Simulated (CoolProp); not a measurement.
n-butane along the isotherm 232.1 K: fugacity coefficient from the reference equation and from simpler models built on Tc = 425.1 K, pc = 37.96 bar, ω = 0.201; each cubic takes its own stable root.

Computed with CoolProp (reference Helmholtz-energy equation of state, Bücker 2006).

```
p (bar)   phase  reference  van der Waals  Soave-Redlich-Kwong  Peng-Robinson
-------  ------  ---------  -------------  -------------------  -------------
8        liquid    0.02034         0.2305              0.01984        0.02063
16       liquid    0.01056         0.1224              0.01033        0.01069
24       liquid   0.007306        0.08664             0.007166       0.007385
32       liquid   0.005688        0.06898             0.005594       0.005739
40       liquid   0.004723        0.05857             0.004657       0.004757
48       liquid   0.004085        0.05179             0.004039       0.004107
56       liquid   0.003635        0.04710             0.003602       0.003647
64       liquid   0.003301        0.04371             0.003280       0.003306
72       liquid   0.003045        0.04121             0.003034       0.003044
80       liquid   0.002844        0.03933             0.002841       0.002838
88       liquid   0.002683        0.03791             0.002687       0.002673
96       liquid   0.002552        0.03684             0.002562       0.002538
104      liquid   0.002445        0.03604             0.002460       0.002426
112      liquid   0.002356        0.03547             0.002377       0.002333
120      liquid   0.002281        0.03507             0.002307       0.002256
```
